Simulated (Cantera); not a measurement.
Charge: 1 mol SiCl₄, 0.39 mol H₂, at 527 °C and 11000 Pa.

Cantera equilibrium calculation (NASA polynomials, part measured and part estimated; ideal gas, pure solids and liquids). Candidate condensed phases: Si; 19 gas species. The tables' values for SiCl₃ are old estimates; treat these amounts as uncertain. Kinetics and transport are ignored.

Question: What is the equilibrium state?

Answer: 
```json
{
 "x(SiCl₄)": "0.706",
 "x(H₂)": "0.267",
 "x(HCl)": "0.0131",
 "x(SiHCl₃)": "0.0130",
 "x(SiCl₃)": "5.26e-5",
 "x(SiH₂Cl₂)": "1.94e-5",
 "gas_amount": "1.390 mol",
 "log10 activity of Si(s) (absent)": "-3.18"
}
```
